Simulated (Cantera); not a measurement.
An adiabatic, constant-volume homogeneous reactor starts with CH₄ : C₂H₆ : O₂ : N₂ = 1 : 0.11 : 4.42 : 11.5 (molar parts), equivalence ratio 0.54, at 1575 K and 180000 Pa. Integrator tolerance rtol = 1e-08.

Computed with Cantera and GRI-Mech 3.0 (53 species, 325 reactions).

What does this change do: pressure from 180000 Pa to 500000 Pa?


```tsv
quantity	before	after
time of steepest temperature rise	62.9 µs	31.4 µs
temperature at 0.300 s	2839 K	2907 K
equilibrium temperature	2839 K	2907 K
x(CH₄) at 0.300 s	<1e-12 (gas-phase equilibrium <1e-12)	<1e-12 (gas-phase equilibrium <1e-12)
x(C₂H₆) at 0.300 s	<1e-12 (gas-phase equilibrium <1e-12)	<1e-12 (gas-phase equilibrium <1e-12)
x(O₂) at 0.300 s	0.104 (gas-phase equilibrium 0.104)	0.103 (gas-phase equilibrium 0.103)
x(C₂H) at 0.300 s	<1e-12 (gas-phase equilibrium <1e-12)	<1e-12 (gas-phase equilibrium <1e-12)
x(H₂) at 0.300 s	0.00493 (gas-phase equilibrium 0.00493)	0.00389 (gas-phase equilibrium 0.00389)
x(CH₂O) at 0.300 s	1.08e-10 (gas-phase equilibrium 1.08e-10)	2.01e-10 (gas-phase equilibrium 2.01e-10)
```

What does this change do: pressure from 180000 Pa to 1700000 Pa?


```tsv
quantity	before	after
time of steepest temperature rise	62.9 µs	14.1 µs
temperature at 0.300 s	2839 K	2980 K
equilibrium temperature	2839 K	2980 K
x(CH₄) at 0.300 s	<1e-12 (gas-phase equilibrium <1e-12)	<1e-12 (gas-phase equilibrium <1e-12)
x(C₂H₆) at 0.300 s	<1e-12 (gas-phase equilibrium <1e-12)	<1e-12 (gas-phase equilibrium <1e-12)
x(O₂) at 0.300 s	0.104 (gas-phase equilibrium 0.104)	0.101 (gas-phase equilibrium 0.101)
x(C₂H) at 0.300 s	<1e-12 (gas-phase equilibrium <1e-12)	<1e-12 (gas-phase equilibrium <1e-12)
x(H₂) at 0.300 s	0.00493 (gas-phase equilibrium 0.00493)	0.00280 (gas-phase equilibrium 0.00280)
x(CH₂O) at 0.300 s	1.08e-10 (gas-phase equilibrium 1.08e-10)	3.79e-10 (gas-phase equilibrium 3.79e-10)
```
The pressure lies above the range GRI-Mech 3.0 was tuned for (to about 10 atm). Above 3000 K some thermodynamic fits are extrapolated.

What does this change do: pressure from 180000 Pa to 32000 Pa?


```csv
quantity,before,after
time of steepest temperature rise,62.9 µs,0.228 ms
temperature at 0.300 s,2839 K,2712 K
equilibrium temperature,2839 K,2712 K
x(CH₄) at 0.300 s,<1e-12 (gas-phase equilibrium <1e-12),<1e-12 (gas-phase equilibrium <1e-12)
x(C₂H₆) at 0.300 s,<1e-12 (gas-phase equilibrium <1e-12),<1e-12 (gas-phase equilibrium <1e-12)
x(O₂) at 0.300 s,0.104 (gas-phase equilibrium 0.104),0.105 (gas-phase equilibrium 0.105)
x(C₂H) at 0.300 s,<1e-12 (gas-phase equilibrium <1e-12),<1e-12 (gas-phase equilibrium <1e-12)
x(H₂) at 0.300 s,0.00493 (gas-phase equilibrium 0.00493),0.00682 (gas-phase equilibrium 0.00682)
x(CH₂O) at 0.300 s,1.08e-10 (gas-phase equilibrium 1.08e-10),3.23e-11 (gas-phase equilibrium 3.23e-11)
```
